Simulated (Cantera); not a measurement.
Charge: 1 mol Al, 22 mol H2O, a varied amount of N2, at 1973 K and 1.00 bar.

Cantera equilibrium calculation (NASA polynomials, part measured and part estimated; ideal gas, pure solids and liquids). Candidate condensed phases: Al, AlN, Al2O3, H2O; 35 gas species. Gases not in the tables: Al(OH)3. Equilibrium is a limit: real reactors are often held back by kinetics, nucleation or transport.

x: gas mole fraction; n: condensed amount in mol.

```csv
n(N2) (mol),x N2,x H2O,x H2,x OH,x H,n Al2O3(s)
93,0.808,0.178,0.0131,0.000199,0.000155,0.500
110,0.833,___,___,0.000186,0.000144,0.500
140,0.864,0.126,0.00935,0.000167,0.000130,0.500
170,0.885,0.107,0.00790,0.000154,0.000120,0.500
200,0.901,0.0921,0.00685,0.000143,0.000112,0.500
250,0.919,0.0752,0.00560,0.000129,0.000101,0.500
300,0.932,0.0635,0.00474,0.000118,9.29e-5,0.500
370,0.944,0.0521,0.00391,0.000107,8.44e-5,0.500
450,0.953,___,___,___,___,0.500
550,0.961,0.0357,0.00270,8.79e-5,7.02e-5,0.500
670,0.968,0.0295,0.00225,7.96e-5,6.40e-5,0.500
810,0.973,0.0245,0.00188,7.23e-5,5.85e-5,0.500
990,0.978,0.0201,0.00156,6.52e-5,5.33e-5,0.500
```

What belongs in the gaps?


- 110, x H2O: 0.155
- 110, x H2: 0.0115
- 450, x H2O: 0.0433
- 450, x H2: 0.00326
- 450, x OH: 9.70e-5
- 450, x H: 7.71e-5
